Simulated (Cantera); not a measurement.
Input: 1 mol Si3N4, 0.39 mol N2O, 44 mol H2, equilibrated at 1075 K and 1330 Pa.

Equilibrium computed with Cantera from the NASA thermochemical tables; the gas is ideal and each condensed phase is pure. Candidate condensed phases: H2O, Si, SiO2, Si2N2O, Si3N4; 35 gas species. Mutual solubility and eutectic melting of coexisting phases are not modelled. Kinetics and transport are ignored.

Base state: H2 0.988, N2 0.0117 (mole fractions); condensed: Si2N2O(s) + Si3N4(s).

Problem. What changes in the equilibrium state with this change: N2O from 0.39 to 0.046 mol?

Solution. 
```json
[
 {"species": "H2", "before": "0.988", "after": "0.999"},
 {"species": "N2", "before": "0.0117", "after": "0.00139"},
 {"species": "Si2N2O(s), mol", "before": "0.390", "after": "0.0460"},
 {"species": "Si3N4(s), mol", "before": "0.740", "after": "0.969"}
]
```
